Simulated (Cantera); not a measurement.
Input: 1 mol C2F6, 3.1 mol H2, held at 1.00e-5 bar.

Method: chemical equilibrium by Gibbs-energy minimisation in Cantera with the NASA 1993 tables (ideal gas, pure condensed phases). Candidate condensed phases: C, C6H6, C7H8, C8H18; 95 gas species. The feed counts by its element totals alone. Kinetics and transport are ignored. All values below are at 875 K.

Base state: HF 0.984, H2 0.0164 (mole fractions); condensed: C(graphite).

Question: What changes in the equilibrium state with this change: C2F6 replaced by CH2F2?

Answer: 
| species | before | after |
|---|---|---|
| H2 | 0.0164 | 0.608 |
| HF | 0.984 | 0.392 |
| C(graphite), mol | 2.00 | 1.000 |
